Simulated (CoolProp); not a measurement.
R152A along the isobar 4100 kPa: fugacity coefficient from the reference equation and from simpler models built on Tc = 386.4 K, pc = 4517 kPa, ω = 0.275; each cubic takes its own stable root.

Computed with CoolProp (reference Helmholtz-energy equation of state, Outcalt 1996). It is a modified Benedict-Webb-Rubin equation, recast in Helmholtz form.

```json
[
 {"T (K)": "160.8", "phase": "liquid", "reference": "4.148e-5", "van der Waals": "0.01064", "Redlich-Kwong": "0.0001614", "Soave-Redlich-Kwong": "3.814e-5", "Peng-Robinson": "4.409e-5"},
 {"T (K)": "186.9", "phase": "liquid", "reference": "0.0006046", "van der Waals": "0.03099", "Redlich-Kwong": "0.001870", "Soave-Redlich-Kwong": "0.0005756", "Peng-Robinson": "0.0006181"},
 {"T (K)": "213", "phase": "liquid", "reference": "0.004123", "van der Waals": "0.06893", "Redlich-Kwong": "0.01023", "Soave-Redlich-Kwong": "0.004062", "Peng-Robinson": "0.004168"},
 {"T (K)": "239.1", "phase": "liquid", "reference": "0.01713", "van der Waals": "0.1278", "Redlich-Kwong": "0.03495", "Soave-Redlich-Kwong": "0.01738", "Peng-Robinson": "0.01733"},
 {"T (K)": "265.3", "phase": "liquid", "reference": "0.05078", "van der Waals": "0.2084", "Redlich-Kwong": "0.08749", "Soave-Redlich-Kwong": "0.05271", "Peng-Robinson": "0.05170"},
 {"T (K)": "291.4", "phase": "liquid", "reference": "0.1175", "van der Waals": "0.3083", "Redlich-Kwong": "0.1752", "Soave-Redlich-Kwong": "0.1239", "Peng-Robinson": "0.1203"},
 {"T (K)": "317.5", "phase": "liquid", "reference": "0.2268", "van der Waals": "0.4237", "Redlich-Kwong": "0.2994", "Soave-Redlich-Kwong": "0.2411", "Peng-Robinson": "0.2331"},
 {"T (K)": "343.7", "phase": "liquid", "reference": "0.3816", "van der Waals": "0.5491", "Redlich-Kwong": "0.4535", "Soave-Redlich-Kwong": "0.4053", "Peng-Robinson": "0.3913"},
 {"T (K)": "369.8", "phase": "liquid", "reference": "0.5715", "van der Waals": "0.6744", "Redlich-Kwong": "0.6204", "Soave-Redlich-Kwong": "0.5998", "Peng-Robinson": "0.5796"},
 {"T (K)": "395.9", "phase": "gas", "reference": "0.7072", "van der Waals": "0.7455", "Redlich-Kwong": "0.7224", "Soave-Redlich-Kwong": "0.7264", "Peng-Robinson": "0.7038"},
 {"T (K)": "422.1", "phase": "gas", "reference": "0.7688", "van der Waals": "0.7855", "Redlich-Kwong": "0.7726", "Soave-Redlich-Kwong": "0.7847", "Peng-Robinson": "0.7619"},
 {"T (K)": "448.2", "phase": "gas", "reference": "0.8141", "van der Waals": "0.8167", "Redlich-Kwong": "0.8107", "Soave-Redlich-Kwong": "0.8285", "Peng-Robinson": "0.8060"},
 {"T (K)": "474.3", "phase": "gas", "reference": "0.8492", "van der Waals": "0.8420", "Redlich-Kwong": "0.8410", "Soave-Redlich-Kwong": "0.8631", "Peng-Robinson": "0.8411"}
]
```
